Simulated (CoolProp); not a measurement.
Vapour-liquid equilibrium of R125 (1) + R152A (2) at 0.00907 MPa; x and y are mole fractions of (1).

Model: multi-fluid Helmholtz-energy mixture model, Lemmon 2005 and Outcalt 1996; pair parameters Bell 2016, in CoolProp.

```json
[
 {"x": "0.05", "bubble temperature, mixture model (K)": "203.5", "bubble temperature, Raoult's law (K)": "203.6", "y, mixture model": "___", "y, Raoult's law": "0.171"},
 {"x": "0.2", "bubble temperature, mixture model (K)": "___", "bubble temperature, Raoult's law (K)": "198.9", "y, mixture model": "___", "y, Raoult's law": "0.505"},
 {"x": "0.35", "bubble temperature, mixture model (K)": "___", "bubble temperature, Raoult's law (K)": "195.3", "y, mixture model": "0.676", "y, Raoult's law": "0.694"},
 {"x": "0.5", "bubble temperature, mixture model (K)": "193.0", "bubble temperature, Raoult's law (K)": "192.5", "y, mixture model": "___", "y, Raoult's law": "0.813"},
 {"x": "0.65", "bubble temperature, mixture model (K)": "190.6", "bubble temperature, Raoult's law (K)": "190.1", "y, mixture model": "0.886", "y, Raoult's law": "0.892"},
 {"x": "0.8", "bubble temperature, mixture model (K)": "___", "bubble temperature, Raoult's law (K)": "188.2", "y, mixture model": "0.949", "y, Raoult's law": "0.948"},
 {"x": "0.95", "bubble temperature, mixture model (K)": "___", "bubble temperature, Raoult's law (K)": "186.4", "y, mixture model": "___", "y, Raoult's law": "0.989"}
]
```

Question: Some entries are withheld; supply them.

Answer: 
- 0.05, y, mixture model: 0.178
- 0.2, bubble temperature, mixture model (K): 199.0
- 0.2, y, mixture model: 0.496
- 0.35, bubble temperature, mixture model (K): 195.7
- 0.5, y, mixture model: 0.798
- 0.8, bubble temperature, mixture model (K): 188.4
- 0.95, bubble temperature, mixture model (K): 186.5
- 0.95, y, mixture model: 0.990

The largest gap from Raoult's law is +0.5 K in bubble temperature, at x = 0.5. No azeotrope shows between x = 0.05 and 0.95.

Pair parameters are fitted to limited data, so mixtures are less certain than the pure fluids. The gap from Raoult's law changes sign with composition, which may be real or a fault of the pair parameters; it wasn't checked against measurements.
